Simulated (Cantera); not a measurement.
Charge: 1 mol SiO2, 10 mol Cl2, 32 mol H2, at 0.100 bar.

These are equilibrium values from Cantera (NASA tables, ideal gas, pure condensed phases), not measurements of a reactor. Candidate condensed phases: H2O, Si, SiO2; 30 gas species. The tables hold silica as quartz up to 1696 K and as liquid above; real silica turns to tridymite and cristobalite and melts near 1996 K. The numbers say what is thermodynamically allowed, not how fast it happens.

Question: Which condensed phases are stable at each of these points (T (K)): 823, 873, 923, 973, 1023, 1073, 1123, 1173, 1223?

Answer: 
```json
[
 {"T (K)": "823", "condensed phases": "SiO2(α-quartz)", "Si condensed (%)": "100.0"},
 {"T (K)": "873", "condensed phases": "SiO2(β-quartz)", "Si condensed (%)": "100.0"},
 {"T (K)": "923", "condensed phases": "SiO2(β-quartz)", "Si condensed (%)": "100.0"},
 {"T (K)": "973", "condensed phases": "SiO2(β-quartz)", "Si condensed (%)": "99.9"},
 {"T (K)": "1023", "condensed phases": "SiO2(β-quartz)", "Si condensed (%)": "99.9"},
 {"T (K)": "1073", "condensed phases": "SiO2(β-quartz)", "Si condensed (%)": "99.9"},
 {"T (K)": "1123", "condensed phases": "SiO2(β-quartz)", "Si condensed (%)": "99.9"},
 {"T (K)": "1173", "condensed phases": "SiO2(β-quartz)", "Si condensed (%)": "99.8"},
 {"T (K)": "1223", "condensed phases": "SiO2(β-quartz)", "Si condensed (%)": "99.8"}
]
```

At 823 K the condensed part is SiO2(α-quartz). From 873 K to 1223 K the condensed part is SiO2(β-quartz).
